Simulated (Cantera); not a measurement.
An isothermal, constant-pressure homogeneous reactor starts with C2H6 : H2 = 1 : 26 (molar parts), at 1448 K and 0.000530 bar. Integrator tolerance rtol = 1e-08.

Model: GRI-Mech 3.0 (53 species, 325 reactions), integrated in Cantera. GRI-Mech 3.0 stops at C3 and has no aromatics, soot or wall deposition, so with more carbon than oxygen in the feed, carbon stays in small species such as C2H2 where larger ones or solid carbon would form. Radical loss at walls, strong at low pressure, is not modelled.

Question: What does this change do: pressure from 0.000530 bar to 0.0133 bar?

Answer: 
```json
[
 {"quantity": "x(C2H6) at 200 s", "before": "5.62e-7 (gas-phase equilibrium 5.66e-11)", "after": "2.35e-7 (gas-phase equilibrium 3.39e-8)"},
 {"quantity": "x(H2) at 200 s", "before": "0.951 (gas-phase equilibrium 0.965)", "after": "0.958 (gas-phase equilibrium 0.964)"},
 {"quantity": "x(CH3) at 200 s", "before": "0.000137 (gas-phase equilibrium 1.17e-6)", "after": "2.16e-5 (gas-phase equilibrium 5.69e-6)"},
 {"quantity": "x(C2H) at 200 s", "before": "7.36e-9 (gas-phase equilibrium 1.90e-8)", "after": "2.80e-9 (gas-phase equilibrium 3.61e-9)"},
 {"quantity": "x(CH4) at 200 s", "before": "0.0271 (gas-phase equilibrium 0.000141)", "after": "0.0143 (gas-phase equilibrium 0.00345)"},
 {"quantity": "x(H) at 200 s", "before": "0.000239 (gas-phase equilibrium 0.000396)", "after": "7.18e-5 (gas-phase equilibrium 7.89e-5)"},
 {"quantity": "x(C2H4) at 200 s", "before": "3.96e-5 (gas-phase equilibrium 8.50e-6)", "after": "0.000176 (gas-phase equilibrium 0.000203)"}
]
```

Question: What does this change do: H2 26 to 35 parts?

Answer: 
```tsv
quantity	before	after
x(C2H6) at 200 s	5.62e-7 (gas-phase equilibrium 5.66e-11)	3.70e-7 (gas-phase equilibrium 4.39e-11)
x(H2) at 200 s	0.951 (gas-phase equilibrium 0.965)	0.962 (gas-phase equilibrium 0.973)
x(CH3) at 200 s	0.000137 (gas-phase equilibrium 1.17e-6)	0.000113 (gas-phase equilibrium 1.03e-6)
x(C2H) at 200 s	7.36e-9 (gas-phase equilibrium 1.90e-8)	5.68e-9 (gas-phase equilibrium 1.45e-8)
x(CH4) at 200 s	0.0271 (gas-phase equilibrium 0.000141)	0.0215 (gas-phase equilibrium 0.000125)
x(H) at 200 s	0.000239 (gas-phase equilibrium 0.000396)	0.000252 (gas-phase equilibrium 0.000398)
x(C2H4) at 200 s	3.96e-5 (gas-phase equilibrium 8.50e-6)	2.62e-5 (gas-phase equilibrium 6.54e-6)
```

Question: What does this change do: pressure from 0.000530 bar to 1.01 bar?

Answer: 
```json
[
 {"quantity": "x(C2H6) at 200 s", "before": "5.62e-7 (gas-phase equilibrium 5.66e-11)", "after": "1.31e-5 (gas-phase equilibrium 1.31e-5)"},
 {"quantity": "x(H2) at 200 s", "before": "0.951 (gas-phase equilibrium 0.965)", "after": "0.930 (gas-phase equilibrium 0.930)"},
 {"quantity": "x(CH3) at 200 s", "before": "0.000137 (gas-phase equilibrium 1.17e-6)", "after": "1.28e-5 (gas-phase equilibrium 1.28e-5)"},
 {"quantity": "x(C2H) at 200 s", "before": "7.36e-9 (gas-phase equilibrium 1.90e-8)", "after": "3.04e-11 (gas-phase equilibrium 3.04e-11)"},
 {"quantity": "x(CH4) at 200 s", "before": "0.0271 (gas-phase equilibrium 0.000141)", "after": "0.0667 (gas-phase equilibrium 0.0667)"},
 {"quantity": "x(H) at 200 s", "before": "0.000239 (gas-phase equilibrium 0.000396)", "after": "8.89e-6 (gas-phase equilibrium 8.89e-6)"},
 {"quantity": "x(C2H4) at 200 s", "before": "3.96e-5 (gas-phase equilibrium 8.50e-6)", "after": "0.00107 (gas-phase equilibrium 0.00107)"}
]
```
